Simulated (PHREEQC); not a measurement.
Nickel, zinc or cadmium bath (model solution)

Solution (25 °C): 0.0016 mol/kgw NiCl2, 3.3e-05 mol/kgw NaCl and 0.045 mol/kgw FeSO4. Closed to the air; pH follows from the charge balance.

The numbers come from PHREEQC with the ion-association model, wateq4f.dat.

Each row changes one thing in this solution. Precipitation was switched off in this run.

```
case                                                pH  ionic strength (mol/kgw)  SO4-2 (mol/kgw)  Na+ (mol/kgw)  HSO4- (mol/kgw)  NaSO4- (mol/kgw)  SI of Halite (NaCl)  SI of Mirabilite (Na2SO4:10H2O)
------------------------------------------------  ----  ------------------------  ---------------  -------------  ---------------  ----------------  -------------------  -------------------------------
as made                                           5.88                     0.112           0.0267        3.15e-5          1.58e-6           1.50e-6                -8.81                           -10.13
NiCl2 left out                                    5.89                     0.108           0.0270        3.15e-5          1.59e-6           1.54e-6               -10.80                           -10.12
NiCl2 from 0.0016 to 0.00016 mol/kgw              5.89                     0.108           0.0270        3.15e-5          1.59e-6           1.53e-6                -9.77                           -10.12
FeSO4 replaced by Al2(SO4)3 at the same molality  3.90                     0.151           0.0331        3.13e-5         0.000174           1.67e-6                -8.83                           -10.11
NiCl2 from 0.0016 to 0.0008 mol/kgw               5.89                     0.110           0.0269        3.15e-5          1.59e-6           1.52e-6                -9.11                           -10.13
NaCl from 3.3e-05 to 4.95e-05 mol/kgw             5.88                     0.112           0.0267        4.72e-5          1.58e-6           2.26e-6                -8.63                            -9.78
NaCl replaced by Na2B4O7 at the same molality     7.17                     0.112           0.0267        6.30e-5          8.24e-8           3.01e-6                -8.52                            -9.53
```

Some of these states are supersaturated (in Basaluminite, Gibbsite (slow to form), Ni(OH)2, for instance).
